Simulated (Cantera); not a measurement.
What does this Cantera script print?

```python
import numpy as np
import cantera as ct

gas_names = """
    C CH CH2 CH3 CH4 CN C2 C2H C2H2,acetylene C2H2,vinylidene C2H3,vinyl CH3CN C2H4 C2H5 C2H6 CCN CNC
    C2N2 C3 C3H3,propargyl C3H4,allene C3H4,propyne C3H4,cyclo- C3H5,allyl C3H6,propylene C3H6,cyclo-
    C3H7,n-propyl C3H7,i-propyl C3H8 C4 C4H2 C4H4,1,3-cyclo- C4H6,butadiene C4H6,2-butyne C4H6,cyclo-
    C4H8,1-butene C4H8,cis2-buten C4H8,tr2-butene C4H8,isobutene C4H8,cyclo- C4H9,n-butyl C4H9,i-butyl
    C4H9,s-butyl C4H9,t-butyl C4H10,isobutane C4H10,n-butane C4N2 C5 C5H6,1,3cyclo- C5H8,cyclo-
    C5H10,1-pentene C5H10,cyclo- C5H11,pentyl C5H11,t-pentyl C5H12,n-pentane C5H12,i-pentane
    CH3C(CH3)2CH3 C6H2 C6H5,phenyl C6H6 C6H10,cyclo- C6H12,1-hexene C6H12,cyclo- C6H13,n-hexyl
    C7H7,benzyl C7H8 C7H14,1-heptene C7H15,n-heptyl C7H16,n-heptane C8H8,styrene C8H10,ethylbenz
    C8H16,1-octene C8H17,n-octyl C8H18,isooctane C8H18,n-octane C9H19,n-nonyl C10H8,naphthale
    C10H21,n-decyl C12H9,o-bipheny C12H10,bipheny H HCN HCCN HNC H2 N NH NH2 NH3 N2 N2H2 N2H4
""".split()
cond_names = """
    C(gr) C6H6(L) C7H8(L) C8H18(L),n-octa
""".split()


def load(file, names, dense=False):
    # The tables refer to 1 bar. Condensed volumes are neglected.
    table = {s.name: s for s in ct.Species.list_from_file(file)}
    out = []
    for n in names:
        d = dict(table[n].input_data)
        d["thermo"] = dict(d["thermo"], **{"reference-pressure": 1e5})
        if dense:
            d["equation-of-state"] = {"model": "constant-volume", "density": "1e6 g/cm^3"}
        out.append(ct.Species.from_dict(d))
    return out


gas = ct.Solution(thermo="ideal-gas", species=load("nasa_gas.yaml", gas_names))
cond = {s.name: ct.Solution(thermo="fixed-stoichiometry", species=[s], name=s.name)
        for s in load("nasa_condensed.yaml", cond_names, dense=True)}
atoms = {
    'C2H6': {'C': 2, 'H': 6},
    'NH3': {'N': 1, 'H': 3},
    'N2': {'N': 2},
}
top_T = {'C(gr)': 4500}  # K; cautious upper limits of use, not melting points


def equilibrate(T, P, feed):
    n = {}
    for name, mol in feed.items():
        for a, k in atoms[name].items():
            n[a] = n.get(a, 0.0) + k * mol
    gas.TPX = T, P, n
    mass = sum(n.values()) * gas.mean_molecular_weight
    gas.equilibrate("TP")
    valid = [c for c in cond.values() if c.min_temp <= T <= top_T.get(c.name, c.max_temp)]
    mix = ct.Mixture([(gas, mass / gas.mean_molecular_weight)] + [(c, 0.0) for c in valid])
    mix.T, mix.P = T, P
    mix.equilibrate("TP", solver="gibbs", rtol=1e-10, max_steps=50000)
    return mix


results = []
feed = {'C2H6': 1, 'NH3': 0.18, 'N2': 3.5}  # mol
T = 950  # K
for P in [10, 72, 520, 3700, 27000, 190000, 1400000, 10000000]:
    mix = equilibrate(T, P, feed)
    results.append((T, P, feed, dict(zip(mix.species_names, mix.species_moles))))

top = {s: max(r[3][s] / sum(r[3][g] for g in gas_names) for r in results) for s in gas_names}
cols = sorted((s for s in top if top[s] > 1e-05), key=lambda s: -top[s])[:7]
seen = [c for c in cond_names if any(r[3].get(c, 0) > 1e-12 for r in results)]
print("log10 of partial pressures in bar; condensed amounts in mol")
print(f"{'P/Pa':>10s}" + "".join(f"{s[:9]:>10s}" for s in cols + seen))
for T, P, feed, n in results:
    ng = sum(n[g] for g in gas_names)
    print(f"{P:10.4g}" + "".join(f"{np.log10(max(n[s] / ng * P / 1e5, 1e-99)):10.3f}" for s in cols)
          + "".join(f"{n.get(c, 0):10.4g}" for c in seen))
```

It prints:

```
log10 of partial pressures in bar; condensed amounts in mol
      P/Pa        N2        H2       CH4       NH3      C2H6     C(gr)
        10    -4.281    -4.322    -9.419   -11.707   -18.471         2
        72    -3.424    -3.464    -7.705    -9.992   -15.899         2
       520    -2.565    -2.606    -5.988    -8.275   -13.324     1.999
      3700    -1.712    -1.756    -4.287    -6.573   -10.772      1.99
   2.7e+04    -0.846    -0.904    -2.584    -4.863    -8.218     1.934
   1.9e+05     0.019    -0.120    -1.016    -3.255    -5.866     1.669
   1.4e+06     0.925     0.545     0.315    -1.803    -3.869     1.119
     1e+07     1.810     1.072     1.368    -0.571    -2.289    0.7035
```

Method: chemical equilibrium by Gibbs-energy minimisation in Cantera with the NASA 1993 tables (ideal gas, pure condensed phases). The ideal-gas law is rough above about 30 bar.
